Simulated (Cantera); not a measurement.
An adiabatic, constant-volume homogeneous reactor starts with CH4 : CO : O2 : N2 = 1 : 1 : 4.46 : 37.9 (molar parts), at 1450 K and 1.01 bar.

Cantera simulation using GRI-Mech 3.0 (53 species, 325 reactions); the numbers are that mechanism's predictions, not measurements.

Question: Predict: time of steepest temperature rise; temperature at 0.900 s; equilibrium temperature; x(CO) at 0.900 s; x(O2) at 0.900 s; x(OH) at 0.900 s; x(H2O) at 0.900 s; x(H2) at 0.900 s.

Answer: time of steepest temperature rise: 2.53 ms
temperature at 0.900 s: 2240 K
equilibrium temperature: 2240 K
x(CO) at 0.900 s: 0.00139 (gas-phase equilibrium 0.00139)
x(O2) at 0.900 s: 0.0414 (gas-phase equilibrium 0.0414)
x(OH) at 0.900 s: 0.00232 (gas-phase equilibrium 0.00232)
x(H2O) at 0.900 s: 0.0441 (gas-phase equilibrium 0.0441)
x(H2) at 0.900 s: 0.000256 (gas-phase equilibrium 0.000256)
